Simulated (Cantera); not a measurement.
Mixture: 7.07 % CH₄, 10.9 % O₂, 75.0 % N₂, 7.07 % CO₂, at 4.93 atm, adiabatic and at constant volume. Ignition delay is the time to a rise of 400 K.

Cantera simulation using GRI-Mech 3.0 (53 species, 325 reactions); the numbers are that mechanism's predictions, not measurements.

Problem. Predict: delay at 1125 K; delay at 1225 K; delay at 1325 K; delay at 1425 K; delay at 1525 K; apparent activation energy between 1475 and 1575 K.

Solution. 
| Property | Result |
|---|---|
| delay at 1125 K | 58.1 ms |
| delay at 1225 K | 16.0 ms |
| delay at 1325 K | 4.87 ms |
| delay at 1425 K | 1.59 ms |
| delay at 1525 K | 0.552 ms |
| apparent activation energy between 1475 and 1575 K | 200 kJ/mol |
